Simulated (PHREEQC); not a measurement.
Make-up at 49 °C: 80 mmol/kgw (CH3)4NCl. It is in equilibrium with CO2 at log p = -3.4 (atm). Otherwise closed; pH follows from the charge balance.

All values are PHREEQC results (ion-association model, phreeqc.dat), not measurements.

```json
[
 {"quantity": "pH", "before": "5.68", "after": "3.00"},
 {"quantity": "CO2 (mol/kgw)", "before": "7.75e-6", "after": "7.07e-6"},
 {"quantity": "HCO3- (mol/kgw)", "before": "2.47e-6", "after": "5.89e-9"}
]
```

Task: Which change was made?
A) (CH3)4NCl replaced by AlCl3 at the same molality
B) diluted 2-fold with water
C) (CH3)4NCl from 0.08 to 0.4 mol/kgw
D) (CH3)4NCl from 0.08 to 0.12 mol/kgw
E) (CH3)4NCl from 0.08 to 0.072 mol/kgw

Result: A, (CH3)4NCl replaced by AlCl3 at the same molality

Precipitation was switched off in this run. (CH3)4N+ isn't in the database: it is added as a free cation with an ion size of 4 Å. Away from 25 °C the constants follow the database's enthalpies or fits; those with neither stay at their 25 °C values.
